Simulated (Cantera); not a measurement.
Input: 1 mol SrCl₂, 22 mol H₂, 0.14 mol N₂, equilibrated at 2.10 Pa.

Method: chemical equilibrium by Gibbs-energy minimisation in Cantera with the NASA 1993 tables (ideal gas, pure condensed phases). Candidate condensed phases: NH₄Cl, Sr, SrCl₂; 15 gas species. The numbers say what is thermodynamically allowed, not how fast it happens.

**Question.** At 1373 K, list the 5 most abundant gas species with their mole fractions, and the condensed phases.

**Answer.** H₂ 0.949, SrCl₂ 0.0422, N₂ 0.00604, HCl 0.00126, SrCl 0.000764. Condensed: gas only.
